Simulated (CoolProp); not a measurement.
Vapour-liquid equilibrium of benzene (1) + p-xylene (2) at 1.22 MPa; x and y are mole fractions of (1).

Values from CoolProp's multi-fluid Helmholtz-energy mixture model, Thol 2012 and Zhou 2012; pair parameters Bell 2016.

Task: Give the bubble temperature and the first vapour's composition at x = 0.125, 0.275, 0.65. Is there an azeotrope?

Result: x = 0.125: 524.8 K, y = 0.233; x = 0.275: 511.3 K, y = 0.463; x = 0.65: 482.9 K, y = 0.827. No azeotrope shows between x = 0.05 and 0.95.

Pair parameters are fitted to limited data, so mixtures are less certain than the pure fluids.
